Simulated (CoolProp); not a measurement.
Vapour-liquid equilibrium of R143a (1) + R134a (2) at 5.84 bar; x and y are mole fractions of (1).

Computed with CoolProp (multi-fluid Helmholtz-energy mixture model, Lemmon and Jacobsen 2000 and Tillner-Roth 1994; pair parameters Lemmon 2004).

Task: Give the bubble temperature and the first vapour's composition at x = 0.05, 0.15, 0.45. Is there an azeotrope?

Result: x = 0.05: 19.3 °C, y = 0.084; x = 0.15: 16.6 °C, y = 0.237; x = 0.45: 9.2 °C, y = 0.596. No azeotrope shows between x = 0.05 and 0.95.

Pair parameters are fitted to limited data, so mixtures are less certain than the pure fluids.
